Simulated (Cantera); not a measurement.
A perfectly stirred reactor is fed with 20.7 % H2, 16.7 % O2, 62.7 % N2, at 2.10 bar; it is adiabatic with a 700 K inlet, and is followed from long to short residence time, starting on the burning branch (τ in s: 0.2, 0.062, 0.019, 0.0057, 0.0018, 0.00054, 0.00016, 5e-05, 1.5e-05, 4.7e-06).

Model: the H2/O2 subset of GRI-Mech 3.0, which has no nitrogen chemistry, integrated in Cantera. The hydrogen kinetics of GRI-Mech 3.0 are dated; newer H2 mechanisms differ, most at raised pressure.

**Question.** Predict: blow-out, bracketed by the residence times tried; x(H2) at τ = 0.200 s; x(O2) at τ = 0.200 s; x(HO2) at τ = 0.200 s; x(H2O) at τ = 0.200 s; x(H) at τ = 0.200 s; x(H2) at τ = 0.540 ms; x(O2) at τ = 0.540 ms; x(HO2) at τ = 0.540 ms; x(H2O) at τ = 0.540 ms; x(H) at τ = 0.540 ms.

**Answer.** 
- blow-out, bracketed by the residence times tried: burning at 4.70 µs, the shortest tried
- x(H2) at τ = 0.200 s: 0.000683
- x(O2) at τ = 0.200 s: 0.0694
- x(HO2) at τ = 0.200 s: 4.62e-6
- x(H2O) at τ = 0.200 s: 0.227
- x(H) at τ = 0.200 s: 0.000102
- x(H2) at τ = 0.540 ms: 0.00453
- x(O2) at τ = 0.540 ms: 0.0686
- x(HO2) at τ = 0.540 ms: 1.29e-5
- x(H2O) at τ = 0.540 ms: 0.218
- x(H) at τ = 0.540 ms: 0.00167
